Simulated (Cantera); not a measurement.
**Thermodynamics of roasting and sulfation, feed MgCO3 + SO2 + H2O**

Feed: 1 mol MgCO3, 1.8 mol SO2, 2.3 mol H2O, equilibrated at 875 K.

These are equilibrium values from Cantera (NASA tables, ideal gas, pure condensed phases), not measurements of a reactor. Candidate condensed phases: C, C6H6, C7H8, C8H18, H2O, H2SO4, Mg, MgCO3, MgO, Mg(OH)2, MgS, MgSO4, S; 130 gas species. Gases not in the tables: S3 to S7. The numbers say what is thermodynamically allowed, not how fast it happens.

From 0.0100 bar to 0.210 bar the condensed part is MgO(s). From 0.960 bar to 4.40 bar the condensed part is MgO(s) + MgSO4(s). At 20.0 bar the condensed part is MgSO4(s).

```csv
P (Pa),log p H2O,log p SO2,log p CO2,log p H2S,log p S2,n MgO(s),n MgSO4(s)
1000,-2.35,-2.45,-2.71,-12.60,<-14,1.00,0
4600,-1.68,-1.79,-2.04,-10.63,-12.83,1.000,0
21000,-1.02,-1.13,-1.39,-7.33,-8.88,1.000,0
96000,-0.36,-0.47,-0.73,-4.03,-4.92,0.998,0.00211
440000,0.33,0.09,-0.02,-1.11,-1.57,0.629,0.371
2000000,1.03,0.36,0.72,0.15,-0.65,0,1.00
```
log p: log10 of the partial pressure in bar; n: condensed amount in mol.
